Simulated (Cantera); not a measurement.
Feed: 1 mol Si, 0.0095 mol H2O, 6.5 mol N2, at 0.190 Pa.

Method: chemical equilibrium by Gibbs-energy minimisation in Cantera with the NASA 1993 tables (ideal gas, pure condensed phases). Candidate condensed phases: H2O, Si, SiO2, Si2N2O, Si3N4; 35 gas species. Kinetics and transport are ignored.

Question: Which condensed phases are stable at each of these points (T (K)): 1573, 1623, 1673, 1723, 1773, 1823, 1873, 1923, 1973, 2023, 2073?

Answer: 
| T (K) | condensed phases | Si condensed (%) |
|---|---|---|
| 1573 | Si(s) | 79.4 |
| 1623 | Si(s) | 39.8 |
| 1673 | gas only | 0.0 |
| 1723 | gas only | 0.0 |
| 1773 | gas only | 0.0 |
| 1823 | gas only | 0.0 |
| 1873 | gas only | 0.0 |
| 1923 | gas only | 0.0 |
| 1973 | gas only | 0.0 |
| 2023 | gas only | 0.0 |
| 2073 | gas only | 0.0 |

From 1573 K to 1623 K the condensed part is Si(s). From 1673 K to 2073 K nothing is condensed.
